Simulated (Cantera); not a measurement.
A closed system holds: 1 mol CF4, 0.57 mol CH4, 2.5 mol H2, equilibrated at 22000 Pa.

Cantera equilibrium calculation (NASA polynomials, part measured and part estimated; ideal gas, pure solids and liquids). Candidate condensed phases: C, C6H6, C7H8, C8H18; 110 gas species. Ions and electrons are included (thermal ionisation). Equilibrium is a limit: real reactors are often held back by kinetics, nucleation or transport.

What share of the C ends up in condensed phases as a function of T (K), at 2500, 3000, 3500, 4000, 4500, 5000?


```json
[
 {"T (K)": "2500", "C condensed (%)": "97.8", "as": "C(graphite)"},
 {"T (K)": "3000", "C condensed (%)": "87.2", "as": "C(graphite)"},
 {"T (K)": "3500", "C condensed (%)": "0.0", "as": "-"},
 {"T (K)": "4000", "C condensed (%)": "0.0", "as": "-"},
 {"T (K)": "4500", "C condensed (%)": "0.0", "as": "-"},
 {"T (K)": "5000", "C condensed (%)": "0.0", "as": "-"}
]
```
